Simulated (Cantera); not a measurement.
Feed: 1 mol SiF4, a varied amount of NH3, 2.4 mol N2, held at 15000 Pa.

Cantera equilibrium calculation (NASA polynomials, part measured and part estimated; ideal gas, pure solids and liquids). Candidate condensed phases: Si, Si3N4; 37 gas species. The tables' values for SiF2, SiF3 are old estimates. The numbers say what is thermodynamically allowed, not how fast it happens.

Stable condensed phases, one row left out:

```
T in °C \ n(NH3) in mol
         2.1 2.9 3.8 5.2 6.9 9.3  13  17  23
   1627    A   A   A   A   A   A   A   A   A
   1577    A   A   A   A   A   A   A   A   A
   1527    A   A   A   A   A   A   A   A   A
   1477    A   A   A   A   A   A   A   A   A
   1427    A   A   A   A   A   A   A   A   A
   1377    A   A   A   A   A   A   A   A   A
   1327    A   A   A   A   A   A   A   A   A
   1277    A   A   A   A   A   A   A   B   B
   1227    A   A   A   A   A   B   B   B   B
   1177    A   A   A   B   B   B   B   B   B
   1077    B   B   B   B   B   B   B   B   B
   1027    B   B   B   B   B   B   B   B   B
    977    B   B   B   B   B   B   B   B   B
```

A: gas only; B: Si3N4.

Task: Give the row for 1127 °C.

Result: 2.1: gas only; 2.9: Si3N4; 3.8: Si3N4; 5.2: Si3N4; 6.9: Si3N4; 9.3: Si3N4; 13: Si3N4; 17: Si3N4; 23: Si3N4.
